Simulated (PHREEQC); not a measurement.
Dissolve 0.0038 mol/kgw HBr, 0.00017 mol/kgw ZnSO4 and 0.0015 mol/kgw MgCl2 at 20 °C. Closed to the air; pH follows from the charge balance.

Equilibrium calculation in PHREEQC: ion-association model, phreeqc.dat.

This is a speciation only: nothing precipitates in the calculation.

Task: Order these S species by the share of S that they hold, largest first: MgSO4, SO4-2, ZnSO4, HSO4-.

Result: SO4-2 (72 %), HSO4- (16 %), MgSO4 (10 %), ZnSO4 (1.3 %)

The pH is 2.46 and the ionic strength 0.00884 mol/kgw.
